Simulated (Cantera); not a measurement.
An adiabatic, constant-pressure homogeneous reactor starts with CO : H2 : CH4 : O2 : N2 : H2O = 1 : 1 : 0.32 : 3.9 : 12.9 : 1.4 (molar parts), equivalence ratio 0.42, at 1648 K and 1500000 Pa.

Detailed kinetics in Cantera: GRI-Mech 3.0 (53 species, 325 reactions). The pressure lies above the range GRI-Mech 3.0 was tuned for (to about 10 atm).

Question: Predict: time of steepest temperature rise; temperature at 2.00 s; equilibrium temperature; x(CO) at 2.00 s; x(H2) at 2.00 s; x(HCO) at 2.00 s.

Answer: 
```
Quantity                                                               Value
---------------------------------  -----------------------------------------
time of steepest temperature rise                                    2.35 µs
temperature at 2.00 s                                                 2542 K
equilibrium temperature                                               2542 K
x(CO) at 2.00 s                      0.00237 (gas-phase equilibrium 0.00237)
x(H2) at 2.00 s                    0.000868 (gas-phase equilibrium 0.000868)
x(HCO) at 2.00 s                     1.10e-9 (gas-phase equilibrium 1.10e-9)
```
